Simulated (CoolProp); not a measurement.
Saturation properties of fluorine.

Values from CoolProp's reference Helmholtz-energy equation of state, de Reuck 1990.

```
T (K)  p (kPa)  liquid density (kg/m³)  enthalpy of vaporisation (kJ/kg)
-----  -------  ----------------------  --------------------------------
72.4     17.99                    1587                             185.2
78.4     44.12                    1547                             180.3
84.4     94.14                    1506                             175.0
90.3     178.3                    1464                             169.2
96.3     313.1                    1419                             162.7
102.2    508.7                    1372                             155.6
108.2    787.4                    1321                             147.5
114.2     1163                    1266                             138.2
```

It boils at 85.0 K under 1 atm.
